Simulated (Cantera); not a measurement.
Standard-state values (1 bar) from the NASA 1993 polynomials, evaluated with Cantera. Values are per mole of reaction as written; species without (g) are pure solids or liquids, kept so even where they would boil at 1 bar.

Between 1175 and 1350 K, where is each reaction favourable under standard conditions?
- 0.6667 Al + I2(g) ⇌ 0.6667 AlI3(g)
- Mg + I2(g) ⇌ MgI2
- H2(g) + I2(g) ⇌ 2 HI(g)


- 0.6667 Al + I2(g) ⇌ 0.6667 AlI3(g): ΔG° is -152 kJ at 1175 K and -145 kJ at 1350 K; it stays negative (K > 1). ΔH° is -202 kJ and ΔS° -42 J/K at 1350 K.
- Mg + I2(g) ⇌ MgI2: ΔG° is -256 kJ at 1175 K and -236 kJ at 1350 K; it stays negative (K > 1). ΔH° is -386 kJ and ΔS° -111 J/K at 1350 K.
- H2(g) + I2(g) ⇌ 2 HI(g): ΔG° is -31 kJ at 1175 K and -33 kJ at 1350 K; it stays negative (K > 1). ΔH° is -14 kJ and ΔS° 14 J/K at 1350 K.
